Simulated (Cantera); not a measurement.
A perfectly stirred reactor is fed with 8.96 % H2, 89.6 % O2, 1.43 % N2, equivalence ratio 0.050, at 0.0267 bar; it is held at 1325 K, and followed from long to short residence time.

Cantera simulation using GRI-Mech 3.0 (53 species, 325 reactions); the numbers are that mechanism's predictions, not measurements. Radical loss at walls, strong at low pressure, is not modelled. The temperature is held fixed by assumption; the heat of reaction is taken as removed at once.

One state of this run: x H2 = 9.42e-5; x O2 = 0.889; x H2O = 0.0930; x H = 5.53e-5; x OH = 0.00128. x: mole fraction; the columns are a selection and need not sum to one.

Q: Which value of τ (s) does it belong to?
A. 0.0024
B. 0.073
C. 0.00043
D. 2.2

A: D, 2.2
